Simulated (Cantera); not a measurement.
An isothermal, constant-pressure homogeneous reactor starts with CH₄ : H₂O = 1 : 0.5 (molar parts), at 1350 K and 1000000 Pa. Integrator tolerance rtol = 1e-08.

Model: GRI-Mech 3.0 (53 species, 325 reactions), integrated in Cantera. GRI-Mech 3.0 stops at C3 and has no aromatics, soot or wall deposition, so with more carbon than oxygen in the feed, carbon stays in small species such as C2H2 where larger ones or solid carbon would form.

### Question
What does this change do: H2O 0.5 to 0.11 parts?

### Answer
```csv
quantity,before,after
x(CH₄) at 5.00 s,0.467 (gas-phase equilibrium 0.199),0.632 (gas-phase equilibrium 0.590)
x(H₂O) at 5.00 s,0.296 (gas-phase equilibrium 0.000695),0.0869 (gas-phase equilibrium 1.19e-5)
x(HO₂) at 5.00 s,<1e-12 (gas-phase equilibrium <1e-12),<1e-12 (gas-phase equilibrium <1e-12)
x(O) at 5.00 s,<1e-12 (gas-phase equilibrium <1e-12),<1e-12 (gas-phase equilibrium <1e-12)
x(C₂H₄) at 5.00 s,0.0455 (gas-phase equilibrium 0.000630),0.0609 (gas-phase equilibrium 0.0219)
x(CH₂O) at 5.00 s,4.21e-7 (gas-phase equilibrium 5.50e-7),1.09e-7 (gas-phase equilibrium 1.11e-7)
x(CO) at 5.00 s,0.00374 (gas-phase equilibrium 0.199),0.00141 (gas-phase equilibrium 0.0801)
```

### Question
What does this change do: H2O 0.5 to 0.13 parts?

### Answer
```csv
quantity,before,after
x(CH₄) at 5.00 s,0.467 (gas-phase equilibrium 0.199),0.621 (gas-phase equilibrium 0.564)
x(H₂O) at 5.00 s,0.296 (gas-phase equilibrium 0.000695),0.101 (gas-phase equilibrium 1.73e-5)
x(HO₂) at 5.00 s,<1e-12 (gas-phase equilibrium <1e-12),<1e-12 (gas-phase equilibrium <1e-12)
x(O) at 5.00 s,<1e-12 (gas-phase equilibrium <1e-12),<1e-12 (gas-phase equilibrium <1e-12)
x(C₂H₄) at 5.00 s,0.0455 (gas-phase equilibrium 0.000630),0.0599 (gas-phase equilibrium 0.0176)
x(CH₂O) at 5.00 s,4.21e-7 (gas-phase equilibrium 5.50e-7),1.28e-7 (gas-phase equilibrium 1.35e-7)
x(CO) at 5.00 s,0.00374 (gas-phase equilibrium 0.199),0.00162 (gas-phase equilibrium 0.0912)
```

### Question
What does this change do: pressure from 1000000 Pa to 100000 Pa?

### Answer
```
quantity                                            before                                    after
-----------------  ---------------------------------------  ---------------------------------------
x(CH₄) at 5.00 s       0.467 (gas-phase equilibrium 0.199)      0.456 (gas-phase equilibrium 0.177)
x(H₂O) at 5.00 s    0.296 (gas-phase equilibrium 0.000695)    0.293 (gas-phase equilibrium 8.37e-6)
x(HO₂) at 5.00 s     <1e-12 (gas-phase equilibrium <1e-12)    <1e-12 (gas-phase equilibrium <1e-12)
x(O) at 5.00 s       <1e-12 (gas-phase equilibrium <1e-12)    <1e-12 (gas-phase equilibrium <1e-12)
x(C₂H₄) at 5.00 s  0.0455 (gas-phase equilibrium 0.000630)   0.0155 (gas-phase equilibrium 0.00472)
x(CH₂O) at 5.00 s  4.21e-7 (gas-phase equilibrium 5.50e-7)  2.24e-7 (gas-phase equilibrium 5.58e-8)
x(CO) at 5.00 s      0.00374 (gas-phase equilibrium 0.199)    0.00107 (gas-phase equilibrium 0.197)
```
